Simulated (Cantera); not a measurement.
Feed: 1 mol Si, a varied amount of HCl, 9.5 mol H2, 1.4 mol Cl2, at 775 K and 1 atm.

Cantera equilibrium calculation (NASA polynomials, part measured and part estimated; ideal gas, pure solids and liquids). Candidate condensed phases: Si; 19 gas species. The numbers say what is thermodynamically allowed, not how fast it happens.

Question: Which condensed phases are stable at each of these points (n(HCl) (mol)): 0.67, 0.95, 1.3, 1.9, 2.7, 3.9, 5.5?

Answer: 
```csv
n(HCl) (mol),condensed phases,Si condensed (%)
0.67,Si(s),2.4
0.95,gas only,0.0
1.3,gas only,0.0
1.9,gas only,0.0
2.7,gas only,0.0
3.9,gas only,0.0
5.5,gas only,0.0
```

At 0.67 mol HCl the condensed part is Si(s). From 0.95 mol HCl to 5.5 mol HCl nothing is condensed.
